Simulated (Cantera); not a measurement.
A freely propagating, adiabatic, planar premixed flame of 8.46 % CH₄, 19.2 % O₂, 72.3 % N₂, equivalence ratio 0.88, unburnt at 425 K and 0.987 atm; unity-Lewis-number transport, grid criteria slope 0.08 and curve 0.16, no radiation.

Model: GRI-Mech 3.0 (53 species, 325 reactions), integrated in Cantera. Unity Lewis numbers drop preferential diffusion, which matters most where H2 and H carry the flame. Burning velocities carry a grid error of a few per cent, more on coarse grids.

x: mole fraction of selected species; z is measured from the peak of heat release.

```tsv
z (mm)	T (K)	u (m/s)	x CH₄	x O₂	x CO₂	x H	x NO₂	x CH₃
-1.32	425	0.493	0.0846	0.192	7.47e-6	<1e-8	<1e-8	<1e-8
-0.883	428	0.497	0.0844	0.192	7.82e-5	<1e-8	<1e-8	(withheld)
-0.662	440	0.510	0.0838	0.191	0.000364	<1e-8	3.84e-8	(withheld)
-0.442	517	0.601	0.0793	0.184	0.00230	<1e-8	1.94e-7	(withheld)
-0.221	915	1.07	0.0549	0.146	0.0129	8.22e-6	3.27e-7	(withheld)
-0.110	1306	1.54	0.0291	0.105	0.0245	0.000221	1.05e-7	0.000943
0	1697	2.03	0.00479	0.0594	0.0390	0.00331	<1e-8	0.000983
0.110	1835	2.19	0.000136	0.0403	0.0513	0.00642	<1e-8	(withheld)
0.221	1889	2.25	2.57e-6	0.0358	0.0586	0.00633	<1e-8	(withheld)
0.442	1960	2.32	<1e-8	0.0324	0.0650	0.00476	<1e-8	<1e-8
0.883	2037	2.40	<1e-8	0.0295	0.0701	0.00264	<1e-8	<1e-8
1.77	2104	2.46	<1e-8	0.0270	0.0747	0.00120	1.20e-8	<1e-8
3.53	2152	2.51	<1e-8	0.0251	0.0784	0.000513	2.00e-8	<1e-8
```

Q: What belongs in the gaps?

A: 
- -0.883, x CH₃: 8.00e-8
- -0.662, x CH₃: 3.98e-7
- -0.442, x CH₃: 3.87e-6
- -0.221, x CH₃: 0.000141
- 0.110, x CH₃: 4.09e-5
- 0.221, x CH₃: 8.59e-7
